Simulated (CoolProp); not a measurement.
Values from CoolProp's reference Helmholtz-energy equation of state, Akasaka 2024.

**Question.** For R1132(E), give the phase and the density (kg/m³), expansivity (1/kK), fugacity coefficient at 325.8 K and 3060 kPa.

**Answer.** 
- 325.8 K and 3060 kPa: gas; density 112, expansivity 13.9, fugacity coefficient 0.744
